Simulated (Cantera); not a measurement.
Feed: 1 mol Cu, 4 mol NH₃, 17 mol N₂, at 7.50 Torr.

These are equilibrium values from Cantera (NASA tables, ideal gas, pure condensed phases), not measurements of a reactor. Candidate condensed phases: Cu; 11 gas species. Kinetics and transport are ignored.

Which condensed phases are stable at each of these points (T (K)): 925, 975, 1025, 1075, 1125, 1175, 1225, 1275, 1325, 1375, 1425, 1475?


```csv
T (K),condensed phases,Cu condensed (%)
925,Cu(s),100.0
975,Cu(s),100.0
1025,Cu(s),100.0
1075,Cu(s),100.0
1125,Cu(s),100.0
1175,Cu(s),100.0
1225,Cu(s),100.0
1275,Cu(s),100.0
1325,Cu(s),99.9
1375,Cu(l),99.8
1425,Cu(l),99.5
1475,Cu(l),98.7
```

From 925 K to 1325 K the condensed part is Cu(s). From 1375 K to 1475 K the condensed part is Cu(l).
